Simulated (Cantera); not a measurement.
Input: 1 mol Si, 0.37 mol N2O, 1.6 mol H2, equilibrated at 1800 K and 0.000825 Torr.

Cantera equilibrium calculation (NASA polynomials, part measured and part estimated; ideal gas, pure solids and liquids). Candidate condensed phases: H2O, Si, SiO2, Si2N2O, Si3N4; 35 gas species. The tables' values for SiN are old estimates; treat these amounts as uncertain. Equilibrium is a limit: real reactors are often held back by kinetics, nucleation or transport.

Base state: H2 0.377, H 0.210, Si 0.190, SiO 0.112, N2 0.112, SiH 0.000139, Si2 7.52e-5, SiN 2.94e-5 (mole fractions); condensed: gas only.

Task: What changes in the equilibrium state with this change: N2O from 0.37 to 0.98 mol?

Result: 
```
species    before    after
-------  --------  -------
H2          0.377    0.310
SiO         0.112    0.248
N2          0.112    0.248
Si          0.190  0.00505
H           0.210    0.190
Si2       7.52e-5  5.34e-8
SiH      0.000139  3.36e-6
SiN       2.94e-5  1.17e-6
```
